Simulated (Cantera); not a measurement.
A closed system holds: 1 mol CH3Cl, 8.9 mol H2, at 0.660 bar.

Cantera equilibrium calculation (NASA polynomials, part measured and part estimated; ideal gas, pure solids and liquids). Candidate condensed phases: C, C6H6, C7H8, C8H18; 91 gas species. Kinetics and transport are ignored.

Problem. What share of the C ends up in condensed phases as a function of T (K), at 1800, 1850, 1900, 1950, 2000, 2050, 2100, 2150, 2200, 2250, 2300, 2350, 2400, 2450?

Solution. 
| T (K) | C condensed (%) | as |
|---|---|---|
| 1800 | 99.2 | C(graphite) |
| 1850 | 99.1 | C(graphite) |
| 1900 | 98.9 | C(graphite) |
| 1950 | 98.6 | C(graphite) |
| 2000 | 98.2 | C(graphite) |
| 2050 | 97.7 | C(graphite) |
| 2100 | 96.9 | C(graphite) |
| 2150 | 96.0 | C(graphite) |
| 2200 | 94.8 | C(graphite) |
| 2250 | 93.2 | C(graphite) |
| 2300 | 91.3 | C(graphite) |
| 2350 | 89.0 | C(graphite) |
| 2400 | 86.2 | C(graphite) |
| 2450 | 82.8 | C(graphite) |
